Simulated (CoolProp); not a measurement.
Vapour-liquid equilibrium of R152A (1) + methanol (2) at 358.9 K; x and y are mole fractions of (1).

Values from CoolProp's multi-fluid Helmholtz-energy mixture model, Outcalt 1996 and de Reuck 1993; pair parameters Bell 2016.

### Question
Give the bubble pressure and the first vapour's composition at x = 0.45, 0.65, 0.95. Is there an azeotrope?

### Answer
x = 0.45: 1551 kPa, y = 0.861; x = 0.65: 1853 kPa, y = 0.900; x = 0.95: 2496 kPa, y = 0.982. No azeotrope shows between x = 0.05 and 0.95.

Pair parameters are fitted to limited data, so mixtures are less certain than the pure fluids. The gap from Raoult's law changes sign with composition, which may be real or a fault of the pair parameters; it wasn't checked against measurements. With so large a gap from Raoult's law the liquid may split in two, which this calculation doesn't test in full.
